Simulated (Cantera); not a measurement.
Standard-state values (1 bar) from the NASA 1993 polynomials, evaluated with Cantera. Values are per mole of reaction as written; species without (g) are pure solids or liquids, kept so even where they would boil at 1 bar.

N₂O(g) + 2 Cu → Cu₂O + N₂(g)

```csv
T (K),ΔH° (kJ),ΔS° (J/K),ΔG° (kJ),log10 K
2498,-202.0,29.7,-276.1,5.77
2573,___,___,___,___
2648,___,___,___,___
2723,-200.2,30.4,-282.9,5.43
2798,___,___,___,___
```

### Question
Some entries are withheld; supply them.

### Answer

- 2573, ΔH° (kJ): -201.4
- 2573, ΔS° (J/K): 29.9
- 2573, ΔG° (kJ): -278.4
- 2573, log10 K: 5.65
- 2648, ΔH° (kJ): -200.8
- 2648, ΔS° (J/K): 30.2
- 2648, ΔG° (kJ): -280.6
- 2648, log10 K: 5.54
- 2798, ΔH° (kJ): -199.5
- 2798, ΔS° (J/K): 30.6
- 2798, ΔG° (kJ): -285.2
- 2798, log10 K: 5.32
